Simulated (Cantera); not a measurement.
Feed: 1 mol SiC, 0.068 mol N₂O, 650 mol N₂, equilibrated at 850 °C and 0.0173 Torr.

Equilibrium computed with Cantera from the NASA thermochemical tables; the gas is ideal and each condensed phase is pure. Candidate condensed phases: C, Si, SiC, SiO₂, Si₂N₂O, Si₃N₄; 34 gas species. Mutual solubility and eutectic melting of coexisting phases are not modelled. The numbers say what is thermodynamically allowed, not how fast it happens.

Base state: N₂ 1.000, CO 6.72e-5 (mole fractions); condensed: C(graphite) + SiC(s) + Si₂N₂O(s).

Task: What changes in the equilibrium state with this change: temperature from 850 °C to 1525 °C?

Result: 
```
species            before     after
----------------  -------  --------
N₂                  1.000     0.998
Si                  <1e-9   0.00150
CO                6.72e-5  0.000104
SiC₂                <1e-9   2.16e-5
C(graphite), mol  0.00492     0.895
SiC(s), mol         0.951         0
Si₂N₂O(s), mol     0.0243         0
```
